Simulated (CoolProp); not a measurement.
Properties of oxygen along the isotherm 93.15 °C (Tc = -118.6 °C, pc = 50.46 bar, ω = 0.022).

Model: reference Helmholtz-energy equation of state, Schmidt 1985, in CoolProp. Above 300 K oxygen's equation is extrapolated.

```json
[
 {"p (bar)": "22.9", "phase": "gas", "conductivity (mW/(m K))": "32.4", "Prandtl number": "0.725", "fugacity coefficient": "0.9968"},
 {"p (bar)": "45.9", "phase": "gas", "conductivity (mW/(m K))": "33.2", "Prandtl number": "0.736", "fugacity coefficient": "0.9941"},
 {"p (bar)": "68.8", "phase": "supercritical", "conductivity (mW/(m K))": "34.1", "Prandtl number": "0.747", "fugacity coefficient": "0.9919"},
 {"p (bar)": "91.8", "phase": "supercritical", "conductivity (mW/(m K))": "35.0", "Prandtl number": "0.758", "fugacity coefficient": "0.9903"},
 {"p (bar)": "115", "phase": "supercritical", "conductivity (mW/(m K))": "36.0", "Prandtl number": "0.769", "fugacity coefficient": "0.9891"},
 {"p (bar)": "138", "phase": "supercritical", "conductivity (mW/(m K))": "36.9", "Prandtl number": "0.779", "fugacity coefficient": "0.9885"},
 {"p (bar)": "161", "phase": "supercritical", "conductivity (mW/(m K))": "37.9", "Prandtl number": "0.789", "fugacity coefficient": "0.9885"},
 {"p (bar)": "184", "phase": "supercritical", "conductivity (mW/(m K))": "39.0", "Prandtl number": "0.798", "fugacity coefficient": "0.9891"},
 {"p (bar)": "206", "phase": "supercritical", "conductivity (mW/(m K))": "40.0", "Prandtl number": "0.807", "fugacity coefficient": "0.9902"},
 {"p (bar)": "229", "phase": "supercritical", "conductivity (mW/(m K))": "41.1", "Prandtl number": "0.815", "fugacity coefficient": "0.9919"},
 {"p (bar)": "252", "phase": "supercritical", "conductivity (mW/(m K))": "42.3", "Prandtl number": "0.822", "fugacity coefficient": "0.9942"}
]
```

Viscosity comes from a separate model (Lemmon 2004). Thermal conductivity comes from a separate model (Lemmon 2004).
